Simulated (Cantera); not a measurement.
Input (Python, Cantera) and output of one run.

```python
import numpy as np
import cantera as ct

gas_names = [...]  # 96 gases of nasa_gas.yaml made of C, Cl, H, Ti
cond_names = """
    C(gr) C6H6(L) C7H8(L) C8H18(L),n-octa Ti(a) Ti(b) Ti(L) TiC(s) TiC(L) TiCL2(s) TiCL3(s) TiCL4(L)
""".split()


# ... load() reads the species with a 1 bar reference pressure and builds the phases ...
atoms = {
    'TiCl4': {'Ti': 1, 'CL': 4},
    'CH4': {'C': 1, 'H': 4},
    'H2': {'H': 2},
}
top_T = {'C(gr)': 4500, 'TiCL2(s)': 1300, 'TiCL3(s)': 1000}  # K; cautious upper limits of use, not melting points


# ... equilibrate(T, P, feed) seeds the gas with the atoms and calls Mixture.equilibrate('TP', solver="vcs", rtol=1e-11, max_steps=5000) ...
results = []
T = 1950  # K
P = 34000  # Pa
for m in [3.9, 7, 13, 23, 40, 72, 130]:
    feed = {'TiCl4': 1, 'CH4': 0.72, 'H2': m}  # mol
    mix = equilibrate(T, P, feed)
    results.append((T, P, feed, dict(zip(mix.species_names, mix.species_moles))))

top = {s: max(r[3][s] / sum(r[3][g] for g in gas_names) for r in results) for s in gas_names}
cols = sorted((s for s in top if top[s] > 0.001), key=lambda s: -top[s])[:5]
seen = [c for c in cond_names if any(r[3].get(c, 0) > 1e-12 for r in results)]
print("log10 of partial pressures in bar; condensed amounts in mol")
print(f"{'n(H2)':>10s}" + "".join(f"{s[:9]:>10s}" for s in cols + seen))
for T, P, feed, n in results:
    ng = sum(n[g] for g in gas_names)
    print(f"{feed['H2']:10.4g}" + "".join(f"{np.log10(max(n[s] / ng * P / 1e5, 1e-99)):10.3f}" for s in cols)
          + "".join(f"{n.get(c, 0):10.4g}" for c in seen))
```

Result:

```
log10 of partial pressures in bar; condensed amounts in mol
     n(H2)        H2       HCL     TiCL3     TiCL4     TiCL2    TiC(s)
       3.9    -0.751    -0.829    -1.951    -2.909    -3.082    0.7194
         7    -0.646    -0.982    -2.109    -3.272    -3.035    0.7198
        13    -0.573    -1.178    -2.329    -3.724    -3.022    0.7199
        23    -0.531    -1.382    -2.578    -4.198    -3.046    0.7199
        40    -0.506    -1.593    -2.860    -4.704    -3.104      0.72
        72    -0.491    -1.828    -3.204    -5.291    -3.206      0.72
       130    -0.481    -2.070    -3.596    -5.930    -3.351      0.72
```

These are equilibrium values from Cantera (NASA tables, ideal gas, pure condensed phases), not measurements of a reactor. The tables' values for TiCl2 are old estimates; treat these amounts as uncertain. TiC: taken at fixed stoichiometry.
